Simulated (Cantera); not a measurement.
Feed: 1 mol CuO, 0.34 mol CH₄, 0.064 mol CO, 1.2 mol C, at 43.0 mbar.

Cantera equilibrium calculation (NASA polynomials, part measured and part estimated; ideal gas, pure solids and liquids). Candidate condensed phases: C, C₆H₆, C₇H₈, C₈H₁₈, Cu, CuO, Cu(OH)₂, Cu₂O, H₂O; 113 gas species. The numbers say what is thermodynamically allowed, not how fast it happens. All values below are at 827 °C.

Base state: CO 0.608, H₂ 0.390, CO₂ 0.00140, H₂O 0.000911, CH₄ 0.000234 (mole fractions); condensed: C(graphite) + Cu(s).

Problem. What changes in the equilibrium state with this change: pressure from 43.0 mbar to 0.133 bar?

Solution. 
| species | before | after |
|---|---|---|
| CO | 0.608 | 0.603 |
| H₂ | 0.390 | 0.389 |
| CO₂ | 0.00140 | 0.00429 |
| H₂O | 0.000911 | 0.00280 |
| CH₄ | 0.000234 | 0.000723 |
| C(graphite), mol | 0.544 | 0.551 |
| Cu(s), mol | 1.00 | 1.00 |
